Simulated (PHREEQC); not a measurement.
PHREEQC input (ion-association model, phreeqc.dat):

```
SOLUTION 0
  temp 25
  units mmol/kgw
  pH 7 charge
  Cl 1.41
  K 1.4
  O(0) 1 O2(g) -0.68
SOLUTION 1-40
  temp 25
  units mmol/kgw
  pH 7 charge
  Br 5.2
  K 5.2
  Cl 2.81
  Na 2.8
  O(0) 1 O2(g) -0.68
END
EXCHANGE 1-40
  X 0.0013
  -equilibrate 1
END
SELECTED_OUTPUT 1
  -reset false
  -pH true
  -pe true
  -ionic_strength true
  -water true
  -step true
  -totals Br Cl K Na
  -molalities NaX KX
  -saturation_indices Halite Sylvite
PRINT
  -reset false
TRANSPORT
  -cells 40
  -shifts 160
  -lengths 0.025
  -time_step 720
  -dispersivities 0.05
  -boundary_conditions flux flux
  -correct_disp true
  -punch_cells 40
  -punch_frequency 5
END
```

Selected output (columns that matter, 23 of 33 rows; pore volumes added in front):

```
pore volumes	pH	mu	Br	Cl	K	Na	m_NaX	m_KX	si_Halite	si_Sylvite
0	5.036	0.00801	0.0052	0.00281	0.0052	0.0028	0.00012612	0.0011739	-6.7553	-5.8177
0.1375	5.036	0.00801	0.0052	0.00281	0.0052	0.0028	0.00012612	0.0011739	-6.7553	-5.8177
0.3875	5.036	0.0080021	0.0051938	0.0028083	0.0051951	0.002797	0.0001261	0.0011739	-6.756	-5.8183
0.5125	5.0358	0.007875	0.0050937	0.0027814	0.0051178	0.0027473	0.00012577	0.0011742	-6.7674	-5.8284
0.7625	5.0331	0.0064569	0.0039763	0.0024806	0.0042619	0.002185	0.00012064	0.0011794	-6.9098	-5.9506
0.8875	5.0305	0.0053096	0.0030724	0.0022372	0.0035721	0.0017276	0.00011441	0.0011856	-7.0504	-6.0657
1.1375	5.025	0.0032877	0.0014794	0.0018083	0.0023641	0.00091363	9.3065e-05	0.0012069	-7.4062	-6.3238
1.2625	5.0226	0.0026141	0.00094871	0.0016654	0.00197	0.00063412	7.8454e-05	0.0012215	-7.595	-6.4331
1.5125	5.0194	0.001856	0.00035142	0.0015046	0.0015522	0.00029385	4.7319e-05	0.0012527	-7.9659	-6.5734
1.6375	5.0186	0.0016714	0.00020592	0.0014654	0.0014643	0.00019702	3.3986e-05	0.001266	-8.149	-6.6081
1.8875	5.0176	0.0014952	6.7132e-05	0.0014281	0.0013999	8.5331e-05	1.5621e-05	0.0012844	-8.5216	-6.6368
2.0125	5.0175	0.0014577	3.7592e-05	0.0014201	0.0013926	5.5069e-05	1.0176e-05	0.0012898	-8.7138	-6.6411
2.1375	5.0173	0.0014365	2.0845e-05	0.0014156	0.0013913	3.5116e-05	6.5138e-06	0.0012935	-8.9103	-6.6426
2.3875	5.0172	0.001418	6.2646e-06	0.0014117	0.0013941	1.3858e-05	2.5732e-06	0.0012974	-9.3151	-6.6427
2.5125	5.0172	0.0014143	3.4039e-06	0.0014109	0.0013957	8.6005e-06	1.5964e-06	0.0012984	-9.5225	-6.6424
2.7625	5.0172	0.0014113	9.9177e-07	0.0014103	0.001398	3.2528e-06	6.0325e-07	0.0012994	-9.9449	-6.6418
2.8875	5.0172	0.0014107	5.3253e-07	0.0014101	0.0013987	1.986e-06	3.6819e-07	0.0012996	-10.159	-6.6417
3.1375	5.0172	0.0014102	1.5232e-07	0.00141	0.0013995	7.3209e-07	1.3568e-07	0.0012999	-10.593	-6.6415
3.2625	5.0172	0.0014101	8.1203e-08	0.00141	0.0013997	4.4249e-07	8.1997e-08	0.0012999	-10.811	-6.6414
3.5125	5.0172	0.00141	2.2964e-08	0.00141	0.0013999	1.6053e-07	2.9743e-08	0.0013	-11.252	-6.6413
3.6375	5.0172	0.00141	1.2187e-08	0.00141	0.0013999	9.6408e-08	1.7863e-08	0.0013	-11.473	-6.6413
3.8875	5.0172	0.00141	3.422e-09	0.00141	0.0014	3.4615e-08	6.4134e-09	0.0013	-11.918	-6.6413
4.0125	5.0172	0.00141	1.811e-09	0.00141	0.0014	2.0702e-08	3.8356e-09	0.0013	-12.141	-6.6413
```

Species that the database lacks are ignored.
